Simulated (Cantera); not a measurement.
An adiabatic, constant-volume homogeneous reactor starts with CH4 : O2 : N2 = 1 : 3.28 : 12.3 (molar parts), equivalence ratio 0.61, at 1123 K and 2.17 atm. Integrator tolerance rtol = 1e-08.

Model: GRI-Mech 3.0 (53 species, 325 reactions), integrated in Cantera.

Task: What does this change do: CH4 1 to 0.71 parts?

Result: 
```tsv
quantity	before	after
time of steepest temperature rise	50.6 ms	43.0 ms
temperature at 3.00 s	2547 K	2255 K
equilibrium temperature	2547 K	2255 K
x(CH4) at 3.00 s	<1e-12 (gas-phase equilibrium <1e-12)	<1e-12 (gas-phase equilibrium <1e-12)
x(O2) at 3.00 s	0.0695 (gas-phase equilibrium 0.0695)	0.108 (gas-phase equilibrium 0.108)
x(HO2) at 3.00 s	1.12e-5 (gas-phase equilibrium 1.12e-5)	5.74e-6 (gas-phase equilibrium 5.74e-6)
x(OH) at 3.00 s	0.00905 (gas-phase equilibrium 0.00905)	0.00334 (gas-phase equilibrium 0.00334)
x(CO2) at 3.00 s	0.0555 (gas-phase equilibrium 0.0555)	0.0430 (gas-phase equilibrium 0.0430)
x(CO) at 3.00 s	0.00445 (gas-phase equilibrium 0.00445)	0.000543 (gas-phase equilibrium 0.000543)
x(N2O) at 3.00 s	1.66e-6 (gas-phase equilibrium 1.66e-6)	1.14e-6 (gas-phase equilibrium 1.14e-6)
```
